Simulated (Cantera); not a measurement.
Standard-state values (1 bar) from the NASA 1993 polynomials, evaluated with Cantera. Values are per mole of reaction as written; species without (g) are pure solids or liquids, kept so even where they would boil at 1 bar.

3 H2(g) + N2(g) ⇌ 2 NH3(g), with ΔH° = -92.0 kJ and ΔS° = -198.4 J/K at 300 K.

Problem. How far is the shortcut ΔG° ≈ ΔH°(300 K) − T·ΔS°(300 K) from the full temperature-dependent value at 623, 673, 723, 773, 823, 873, 923, 973, 1023 K?

Solution. 
```csv
T (K),shortcut (kJ),full (kJ),difference (kJ),difference in log10 K
623,31.6,36.9,-5.3,0.44
673,41.6,48.2,-6.7,0.52
723,51.5,59.6,-8.2,0.59
773,61.4,71.1,-9.7,0.66
823,71.3,82.6,-11.3,0.72
873,81.2,94.2,-13.0,0.78
923,91.1,105.9,-14.7,0.83
973,101.1,117.5,-16.5,0.88
1023,111.0,129.3,-18.3,0.93
```
The shortcut ignores the heat-capacity change of the reaction.
